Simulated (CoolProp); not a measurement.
Octamethylcyclotetrasiloxane (D4) along the isobar 6880 kPa: density (kg/m³) from the reference equation and from simpler models built on Tc = 313.4 °C, pc = 1347 kPa, ω = 0.598; each cubic takes its own stable root.

Values from CoolProp's reference Helmholtz-energy equation of state, Thol 2015.

```tsv
T (°C)	phase	reference
271.55	liquid	680.4
282.25	liquid	666.6
293.05	liquid	652.4
303.75	liquid	638.2
314.55	supercritical	623.5
325.35	supercritical	608.6
336.05	supercritical	593.6
346.85	supercritical	578.2
```

How far does each simpler model (van der Waals, Redlich-Kwong, Soave-Redlich-Kwong) lie from the reference over these 8 states: mean and median of the absolute difference, and the worst?


- van der Waals: mean 27.5 %, median 27.7 %, worst -30.6 % at 271.55 °C and 6880 kPa
- Redlich-Kwong: mean 7.0 %, median 7.1 %, worst -8.8 % at 271.55 °C and 6880 kPa
- Soave-Redlich-Kwong: mean 6.9 %, median 6.9 %, worst -7.6 % at 346.85 °C and 6880 kPa
